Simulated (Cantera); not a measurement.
# BF3 + H2O (boron, boron nitride and boron oxide)

Charge: 1 mol BF3, a varied amount of H2O, equilibrated at 1648 K and 71.0 mbar.

Method: chemical equilibrium by Gibbs-energy minimisation in Cantera with the NASA 1993 tables (ideal gas, pure condensed phases). Candidate condensed phases: B, B2O3, B3O3H3, H2O; 43 gas species. The tables' values for BF2 are old estimates; treat these amounts as uncertain. Gases not in the tables: H3BO3. Rates play no part.

```tsv
n(H2O) (mol)	log p BF3	log p HF	log p BOF	log p H2O	log p HBO2	log p B3O3F3	log p H2
0.059	-1.22	-2.13	-2.43	-5.23	-5.97	-6.54	-6.60
0.13	-1.31	-1.84	-2.14	-4.28	-5.02	-5.68	-5.91
0.2	-1.39	-1.70	-2.00	-3.79	-4.53	-5.27	-5.60
0.27	-1.47	-1.61	-1.92	-3.46	-4.20	-5.02	-5.40
0.35	-1.55	-1.55	-1.86	-3.18	-3.93	-4.84	-5.24
0.42	-1.62	-1.51	-1.82	-3.00	-3.75	-4.73	-5.12
0.49	-1.69	-1.48	-1.80	-2.85	-3.60	-4.65	-5.03
0.56	-1.76	-1.46	-1.78	-2.72	-3.47	-4.59	-4.95
```
log p: log10 of the partial pressure in bar; nothing condenses.

From 0.059 mol H2O to 0.56 mol H2O nothing is condensed.
